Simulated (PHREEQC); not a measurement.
Solution (25 °C): 0.82 mol HNO3, 0.0066 mol K2SO4 and 5.7e-05 mol CO2 per kg of water. Closed to the air; pH follows from the charge balance.

Computed with PHREEQC (ion-association model, phreeqc.dat).

Precipitation was switched off in this run.

### Question
Order these S species by the share of S that they hold, largest first: KSO4-, SO4-2, HSO4-.

### Answer
HSO4- (93 %), SO4-2 (7.2 %), KSO4- (0.10 %)

The pH is 0.21 and the ionic strength 0.828 mol/kgw. The ionic strength is past about 0.7 mol/kgw, beyond the range of this activity model, so the values are rough. Species that the database lacks are ignored.
